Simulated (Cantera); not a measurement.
Charge: 1 mol Al, 0.33 mol Cl2, 2.3 mol N2, at 1375 K and 1.00 bar.

These are equilibrium values from Cantera (NASA tables, ideal gas, pure condensed phases), not measurements of a reactor. Candidate condensed phases: Al, AlCl3, AlN; 11 gas species. The tables' values for AlCl2 are old estimates; treat these amounts as uncertain. The numbers say what is thermodynamically allowed, not how fast it happens.

Base state: N2 0.897, AlCl3 0.103, AlCl2 0.000281, Al2Cl6 2.65e-5 (mole fractions); condensed: AlN(s).

### Question
What changes in the equilibrium state with this change: pressure from 1.00 bar to 1.33 mbar?

### Answer
```json
[
 {"species": "N2", "before": "0.897", "after": "0.891"},
 {"species": "AlCl3", "before": "0.103", "after": "0.0949"},
 {"species": "AlCl2", "before": "0.000281", "after": "0.00728"},
 {"species": "AlCl", "before": "9.94e-6", "after": "0.00727"},
 {"species": "Al2Cl6", "before": "2.65e-5", "after": "3.00e-8"},
 {"species": "Cl", "before": "5.10e-7", "after": "1.36e-5"},
 {"species": "AlN(s), mol", "before": "0.780", "after": "0.764"}
]
```
